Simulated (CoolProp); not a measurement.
Properties of ethanol along the isobar 19400 kPa.

The numbers come from the reference Helmholtz-energy equation of state, Schroeder 2014 in CoolProp.

```json
[
 {"T (°C)": "233.55", "phase": "liquid", "Z": "0.3739", "cv (kJ/(kg K))": "2.986", "isothermal compressibility (1/MPa)": "0.006758", "conductivity (mW/(m K))": "142"},
 {"T (°C)": "242.25", "phase": "supercritical", "Z": "0.3780", "cv (kJ/(kg K))": "3.007", "isothermal compressibility (1/MPa)": "0.007905", "conductivity (mW/(m K))": "___"},
 {"T (°C)": "251.05", "phase": "supercritical", "Z": "0.3835", "cv (kJ/(kg K))": "3.028", "isothermal compressibility (1/MPa)": "0.009417", "conductivity (mW/(m K))": "139"},
 {"T (°C)": "259.75", "phase": "supercritical", "Z": "0.3904", "cv (kJ/(kg K))": "3.047", "isothermal compressibility (1/MPa)": "0.01139", "conductivity (mW/(m K))": "___"},
 {"T (°C)": "268.45", "phase": "supercritical", "Z": "0.3993", "cv (kJ/(kg K))": "3.065", "isothermal compressibility (1/MPa)": "0.01399", "conductivity (mW/(m K))": "137"},
 {"T (°C)": "277.15", "phase": "supercritical", "Z": "0.4104", "cv (kJ/(kg K))": "3.080", "isothermal compressibility (1/MPa)": "0.01733", "conductivity (mW/(m K))": "136"},
 {"T (°C)": "285.85", "phase": "supercritical", "Z": "0.4240", "cv (kJ/(kg K))": "3.090", "isothermal compressibility (1/MPa)": "0.02144", "conductivity (mW/(m K))": "134"},
 {"T (°C)": "294.55", "phase": "supercritical", "Z": "0.4404", "cv (kJ/(kg K))": "3.095", "isothermal compressibility (1/MPa)": "0.02615", "conductivity (mW/(m K))": "132"},
 {"T (°C)": "303.25", "phase": "supercritical", "Z": "0.4593", "cv (kJ/(kg K))": "3.094", "isothermal compressibility (1/MPa)": "0.03119", "conductivity (mW/(m K))": "130"},
 {"T (°C)": "311.95", "phase": "supercritical", "Z": "0.4805", "cv (kJ/(kg K))": "3.086", "isothermal compressibility (1/MPa)": "0.03631", "conductivity (mW/(m K))": "128"},
 {"T (°C)": "320.75", "phase": "supercritical", "Z": "0.5037", "cv (kJ/(kg K))": "3.072", "isothermal compressibility (1/MPa)": "0.04146", "conductivity (mW/(m K))": "126"},
 {"T (°C)": "329.45", "phase": "supercritical", "Z": "0.5281", "cv (kJ/(kg K))": "3.054", "isothermal compressibility (1/MPa)": "0.04642", "conductivity (mW/(m K))": "124"},
 {"T (°C)": "338.15", "phase": "supercritical", "Z": "0.5536", "cv (kJ/(kg K))": "___", "isothermal compressibility (1/MPa)": "0.05102", "conductivity (mW/(m K))": "121"},
 {"T (°C)": "346.85", "phase": "supercritical", "Z": "0.5796", "cv (kJ/(kg K))": "3.006", "isothermal compressibility (1/MPa)": "0.05502", "conductivity (mW/(m K))": "119"}
]
```

Question: Some entries are withheld; supply them.

Answer: 
- 242.25, conductivity (mW/(m K)): 141
- 259.75, conductivity (mW/(m K)): 138
- 338.15, cv (kJ/(kg K)): 3.031

Thermal conductivity comes from a separate model (Assael 2013).
